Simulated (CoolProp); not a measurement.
m-xylene along the isobar 0.101 MPa: density (kg/m³) from the reference equation and from simpler models built on Tc = 616.9 K, pc = 3.535 MPa, ω = 0.326; each cubic takes its own stable root.

Model: reference Helmholtz-energy equation of state, Zhou 2012, in CoolProp.

```csv
T (K),phase,reference
309.2,liquid,850.4
342.5,liquid,821.0
375.9,liquid,790.4
409.2,liquid,758.3
442.5,gas,3.014
475.8,gas,2.781
509.1,gas,2.585
542.4,gas,2.416
```

**Question.** How far does each simpler model (van der Waals, Redlich-Kwong, Soave-Redlich-Kwong, Peng-Robinson) lie from the reference over these 8 states: mean and median of the absolute difference, and the worst?

**Answer.** 
- van der Waals: mean 43.2 %, median 22.5 %, worst -99.6 % at 409.2 K and 0.101 MPa
- Redlich-Kwong: mean 18.8 %, median 8.6 %, worst -99.6 % at 409.2 K and 0.101 MPa
- Soave-Redlich-Kwong: mean 6.8 %, median 6.8 %, worst -13.9 % at 309.2 K and 0.101 MPa
- Peng-Robinson: mean 1.2 %, median 1.0 %, worst -3.1 % at 309.2 K and 0.101 MPa

At some of these states van der Waals, Redlich-Kwong gives the other phase, because its saturation line lies elsewhere.
